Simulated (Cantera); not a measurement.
**Equilibrium for roasting and sulfation: FeS2 + O2 + CO2**

Feed: 1 mol FeS2, 1.7 mol O2, 0.06 mol CO2, held at 5400 Torr.

Cantera equilibrium calculation (NASA polynomials, part measured and part estimated; ideal gas, pure solids and liquids). Candidate condensed phases: C, Fe, Fe(CO)5, FeO, FeS, FeSO4, FeS2, Fe2O3, Fe2(SO4)3, Fe3O4, S; 25 gas species. Metal and sulfide melt together well below either melting point, which pure phases cannot show. Mutual solubility and eutectic melting of coexisting phases are not modelled. The tables' stoichiometric FeO is somewhat more stable than real wüstite, so its field is too wide. FeO, FeS: taken at fixed stoichiometry. The numbers say what is thermodynamically allowed, not how fast it happens.

From 1102 °C to 1177 °C the condensed part is FeS(s) + Fe3O4(s). From 1202 °C to 1252 °C the condensed part is FeS(l) + Fe3O4(s). From 1277 °C to 1327 °C the condensed part is FeO(s) + FeS(l).

```json
[
 {"T (°C)": "1102", "x SO2": "0.894", "x S2": "0.0553", "x CO2": "0.0393", "x S2O": "0.00908", "x SO": "0.000994", "x CO": "0.000710", "x COS": "0.000103", "x S": "7.34e-7", "n FeS(s)": "0.468", "n Fe3O4(s)": "0.177", "n FeS(l)": "0", "n FeO(s)": "0"},
 {"T (°C)": "1127", "x SO2": "0.891", "x S2": "0.0586", "x CO2": "0.0391", "x S2O": "0.00940", "x SO": "0.00122", "x CO": "0.000841", "x COS": "0.000109", "x S": "1.06e-6", "n FeS(s)": "0.461", "n Fe3O4(s)": "0.180", "n FeS(l)": "0", "n FeO(s)": "0"},
 {"T (°C)": "1152", "x SO2": "0.887", "x S2": "0.0618", "x CO2": "0.0389", "x S2O": "0.00971", "x SO": "0.00148", "x CO": "0.000989", "x COS": "0.000115", "x S": "1.51e-6", "n FeS(s)": "0.454", "n Fe3O4(s)": "0.182", "n FeS(l)": "0", "n FeO(s)": "0"},
 {"T (°C)": "1177", "x SO2": "0.883", "x S2": "0.0651", "x CO2": "0.0387", "x S2O": "0.0100", "x SO": "0.00178", "x CO": "0.00116", "x COS": "0.000122", "x S": "2.12e-6", "n FeS(s)": "0.448", "n Fe3O4(s)": "0.184", "n FeS(l)": "0", "n FeO(s)": "0"},
 {"T (°C)": "1202", "x SO2": "0.881", "x S2": "0.0668", "x CO2": "0.0385", "x S2O": "0.0101", "x SO": "0.00212", "x CO": "0.00133", "x COS": "0.000126", "x S": "2.92e-6", "n FeS(s)": "0", "n Fe3O4(s)": "0.185", "n FeS(l)": "0.444", "n FeO(s)": "0"},
 {"T (°C)": "1227", "x SO2": "0.881", "x S2": "0.0667", "x CO2": "0.0383", "x S2O": "0.0101", "x SO": "0.00250", "x CO": "0.00152", "x COS": "0.000127", "x S": "3.92e-6", "n FeS(s)": "0", "n Fe3O4(s)": "0.185", "n FeS(l)": "0.444", "n FeO(s)": "0"},
 {"T (°C)": "1252", "x SO2": "0.880", "x S2": "0.0667", "x CO2": "0.0381", "x S2O": "0.0100", "x SO": "0.00293", "x CO": "0.00172", "x COS": "0.000128", "x S": "5.21e-6", "n FeS(s)": "0", "n Fe3O4(s)": "0.185", "n FeS(l)": "0.444", "n FeO(s)": "0"},
 {"T (°C)": "1277", "x SO2": "0.881", "x S2": "0.0675", "x CO2": "0.0364", "x S2O": "0.0101", "x SO": "0.00343", "x CO": "0.00187", "x COS": "0.000125", "x S": "6.91e-6", "n FeS(s)": "0", "n Fe3O4(s)": "0", "n FeS(l)": "0.374", "n FeO(s)": "0.626"},
 {"T (°C)": "1302", "x SO2": "0.876", "x S2": "0.0712", "x CO2": "0.0360", "x S2O": "0.0104", "x SO": "0.00403", "x CO": "0.00213", "x COS": "0.000132", "x S": "9.27e-6", "n FeS(s)": "0", "n Fe3O4(s)": "0", "n FeS(l)": "0.365", "n FeO(s)": "0.635"},
 {"T (°C)": "1327", "x SO2": "0.871", "x S2": "0.0750", "x CO2": "0.0357", "x S2O": "0.0107", "x SO": "0.00471", "x CO": "0.00241", "x COS": "0.000138", "x S": "1.23e-5", "n FeS(s)": "0", "n Fe3O4(s)": "0", "n FeS(l)": "0.356", "n FeO(s)": "0.644"}
]
```
x: gas mole fraction; n: condensed amount in mol.
